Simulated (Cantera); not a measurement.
Standard-state values (1 bar) from the NASA 1993 polynomials, evaluated with Cantera. Values are per mole of reaction as written; species without (g) are pure solids or liquids, kept so even where they would boil at 1 bar.

6 N2O(g) + 3 B3O3F3(g) ⇌ 3 NF3(g) + 5 O3(g) + 9 BN, with ΔH° = 4661.4 kJ and ΔS° = -237.1 J/K at 300 K.

### Question
How far is the shortcut ΔG° ≈ ΔH°(300 K) − T·ΔS°(300 K) from the full temperature-dependent value at 1450, 1500, 1550, 1600, 1650, 1700, 1750, 1800 K?

### Answer
```json
[
 {"T (K)": "1450", "shortcut (kJ)": "5005.2", "full (kJ)": "5012.2", "difference (kJ)": "-7.0", "difference in log10 K": "0.25"},
 {"T (K)": "1500", "shortcut (kJ)": "5017.1", "full (kJ)": "5023.9", "difference (kJ)": "-6.8", "difference in log10 K": "0.24"},
 {"T (K)": "1550", "shortcut (kJ)": "5028.9", "full (kJ)": "5035.5", "difference (kJ)": "-6.5", "difference in log10 K": "0.22"},
 {"T (K)": "1600", "shortcut (kJ)": "5040.8", "full (kJ)": "5047.0", "difference (kJ)": "-6.2", "difference in log10 K": "0.20"},
 {"T (K)": "1650", "shortcut (kJ)": "5052.6", "full (kJ)": "5058.5", "difference (kJ)": "-5.8", "difference in log10 K": "0.18"},
 {"T (K)": "1700", "shortcut (kJ)": "5064.5", "full (kJ)": "5069.9", "difference (kJ)": "-5.4", "difference in log10 K": "0.17"},
 {"T (K)": "1750", "shortcut (kJ)": "5076.4", "full (kJ)": "5081.2", "difference (kJ)": "-4.9", "difference in log10 K": "0.15"},
 {"T (K)": "1800", "shortcut (kJ)": "5088.2", "full (kJ)": "5092.5", "difference (kJ)": "-4.3", "difference in log10 K": "0.13"}
]
```
The shortcut ignores the heat-capacity change of the reaction.
